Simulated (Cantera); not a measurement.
A closed system holds: 1 mol HCl, 1.9 mol H2O, 0.29 mol O2, equilibrated at 0.0133 bar.

Method: chemical equilibrium by Gibbs-energy minimisation in Cantera with the NASA 1993 tables (ideal gas, pure condensed phases). Candidate condensed phases: H2O; 29 gas species. Ions and electrons are included (thermal ionisation). Rates play no part. All values below are at 3250 K.

Base state: H 0.517, O 0.265, Cl 0.121, H2 0.0346, OH 0.0298, O2 0.0150, HCl 0.0121, H2O 0.00502 (mole fractions); condensed: gas only.

**Question.** What changes in the equilibrium state with this change: pressure from 0.0133 bar to 0.000530 bar?

**Answer.** 
| species | before | after |
|---|---|---|
| H | 0.517 | 0.577 |
| O | 0.265 | 0.298 |
| Cl | 0.121 | 0.121 |
| H2 | 0.0346 | 0.00171 |
| HCl | 0.0121 | 0.000534 |
| OH | 0.0298 | 0.00148 |
| O2 | 0.0150 | 0.000753 |
| H2O | 0.00502 | 1.11e-5 |
| ClO | 1.41e-5 | 6.29e-7 |
